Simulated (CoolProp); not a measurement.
Computed with CoolProp (reference Helmholtz-energy equation of state, Lemmon 2006). It is a short technical equation, of lower accuracy than the large ones.

Task: For hydrogen sulfide, give the phase and the cv (kJ/(kg K)), viscosity (µPa s) at 149.15 °C and 111 kPa; 149.15 °C and 470 kPa.

Result: 
- 149.15 °C and 111 kPa: gas; cv 0.811, viscosity 17.3
- 149.15 °C and 470 kPa: gas; cv 0.815, viscosity 17.3

Viscosity comes from a separate model (Quiñones-Cisneros 2012).
